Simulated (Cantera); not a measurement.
## Silicon carbide growth: Si(CH3)4 + C3H8 + H2

Charge: 1 mol Si(CH3)4, 0.49 mol C3H8, 7.2 mol H2, at 2.00 mbar.

Method: chemical equilibrium by Gibbs-energy minimisation in Cantera with the NASA 1993 tables (ideal gas, pure condensed phases). Candidate condensed phases: C, C6H6, C7H8, C8H18, Si, SiC; 87 gas species. Gases not in the tables: Si2H6 and higher silanes. Kinetics and transport are ignored.

```
T (K)  log p H2  log p H  log p Si  log p C2H2 (acetylene)  log p SiC2  n C(graphite)  n SiC(s)
-----  --------  -------  --------  ----------------------  ----------  -------------  --------
1048      -2.70    -9.46      <-14                  -11.10        <-14           4.47      1.00
1198      -2.70    -8.07    -14.67                   -9.70        <-14           4.47      1.00
1348      -2.70    -6.99    -12.15                   -8.62        <-14           4.47      1.00
1498      -2.70    -6.11    -10.14                   -7.75      -12.90           4.47     1.000
1648      -2.70    -5.40     -8.50                   -7.05      -10.76           4.47     1.000
1798      -2.70    -4.80     -7.13                   -6.47       -8.97           4.47     0.999
1948      -2.71    -4.30     -5.98                   -5.98       -7.47           4.46     0.991
2098      -2.73    -3.88     -5.00                   -5.58       -6.19           4.51     0.906
```
log p: log10 of the partial pressure in bar; n: condensed amount in mol.

From 1048 K to 2098 K the condensed part is C(graphite) + SiC(s).
